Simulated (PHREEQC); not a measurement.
# Brine

A solution holds 0.083 mol Na2CO3 and 0.79 mol KCl per kg of water, at 25 °C. Closed to the air; pH follows from the charge balance.

Model: Pitzer model, pitzer.dat, run in PHREEQC.

| Item | Value |
|---|---|
| pH | 11.19 |
| ionic strength | 1.04 mol/kgw |
| activity of water | 0.971 |
| density | 1.041 g/cm³ |
| osmotic coefficient | 0.884 |
| total alkalinity | 166 meq/kg |

| species | molality | activity | log γ |
|---|---|---|---|
| Cl- | 0.790 | 0.476 | -0.220 |
| K+ | 0.790 | 0.475 | -0.221 |
| Na+ | 0.166 | 0.104 | -0.204 |
| CO3-2 | 0.0807 | 0.00981 | -0.915 |
| OH- | 0.00227 | 0.00154 | -0.169 |
| HCO3- | 0.00227 | 0.00137 | -0.219 |
| CO2 | 1.79e-8 | 1.98e-8 | 0.044 |

Precipitation was switched off in this run. In brines, pH and single-ion activities rest on the MacInnes convention.
